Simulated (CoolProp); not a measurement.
R1336mzz(E) along the isotherm 410 K: fugacity coefficient from the reference equation and from simpler models built on Tc = 403.5 K, pc = 27.79 bar, ω = 0.413; each cubic takes its own stable root.

Values from CoolProp's reference Helmholtz-energy equation of state, Akasaka 2023.

| p (bar) | phase | reference |
|---|---|---|
| 4.75 | gas | 0.9426 |
| 9.5 | gas | 0.8866 |
| 14.3 | gas | 0.8311 |
| 19 | gas | 0.7775 |
| 23.8 | gas | 0.7229 |
| 28.5 | supercritical | 0.6678 |
| 33.3 | supercritical | 0.6034 |
| 38 | supercritical | 0.5454 |
| 42.8 | supercritical | 0.4983 |
| 47.5 | supercritical | 0.4612 |
| 52.3 | supercritical | 0.4301 |
| 57 | supercritical | 0.4047 |

Question: How far does each simpler model (van der Waals, Redlich-Kwong, Soave-Redlich-Kwong, Peng-Robinson) lie from the reference over these 12 states: mean and median of the absolute difference, and the worst?

Answer: 
- van der Waals: mean 5.9 %, median 5.2 %, worst +11.9 % at 410 K and 57 bar
- Redlich-Kwong: mean 1.9 %, median 1.3 %, worst +4.5 % at 410 K and 57 bar
- Soave-Redlich-Kwong: mean 2.9 %, median 2.4 %, worst +6.4 % at 410 K and 57 bar
- Peng-Robinson: mean 0.8 %, median 0.7 %, worst -1.5 % at 410 K and 28.5 bar
